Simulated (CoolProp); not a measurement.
The numbers come from the reference Helmholtz-energy equation of state, Thol 2018 in CoolProp.

Q: For hydrogen chloride, give the phase and the density (kg/m³), cv (kJ/(kg K)), isothermal compressibility (1/MPa), fugacity coefficient at -53.65 °C and 624 bar; -53.65 °C and 831 bar.

A: 
- -53.65 °C and 624 bar: liquid; density 1190, cv 0.997, isothermal compressibility 0.000898, fugacity coefficient 0.0198
- -53.65 °C and 831 bar: liquid; density 1210, cv 1.00, isothermal compressibility 0.000780, fugacity coefficient 0.0210
